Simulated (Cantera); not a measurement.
Feed: 1 mol Si, 2.5 mol H2O, 0.21 mol H2, held at 518 Torr.

These are equilibrium values from Cantera (NASA tables, ideal gas, pure condensed phases), not measurements of a reactor. Candidate condensed phases: H2O, Si, SiO2; 18 gas species. The tables hold silica as quartz up to 1696 K and as liquid above; real silica turns to tridymite and cristobalite and melts near 1996 K. Gases not in the tables: Si(OH)4. Kinetics and transport are ignored. All values below are at 1000 °C.

Base state: H2 0.815, H2O 0.185 (mole fractions); condensed: SiO2(β-quartz).

Question: What changes in the equilibrium state with this change: Si replaced by B?

Answer: 
| species | before | after |
|---|---|---|
| H2 | 0.815 | 0.631 |
| H2O | 0.185 | 0.366 |
| (HBO2)3 | 0 | 0.00166 |
| HBO2 | 0 | 0.00161 |
| SiO2(β-quartz), mol | 1.00 | 0 |
| B2O3(l), mol | 0 | 0.491 |
Gases not in the tables: H3BO3. Further candidate phases: B, B2O3, B3O3H3.
